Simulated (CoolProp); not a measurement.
Vapour-liquid equilibrium of dimethyl carbonate (1) + n-heptane (2) at 147.35 °C; x and y are mole fractions of (1).

Values from CoolProp's multi-fluid Helmholtz-energy mixture model, Zhou 2011 and Span 2003; pair parameters Bell 2016.

Task: Give the bubble pressure and the first vapour's composition at x = 0.15, 0.55, 0.95. Is there an azeotrope?

Result: x = 0.15: 4.540 bar, y = 0.305; x = 0.55: 5.526 bar, y = 0.599; x = 0.95: 5.016 bar, y = 0.901. y crosses x between x = 0.55 and 0.65: the model has an azeotrope there.

The pair parameters rest on a limited set of measurements; away from them the model extrapolates.
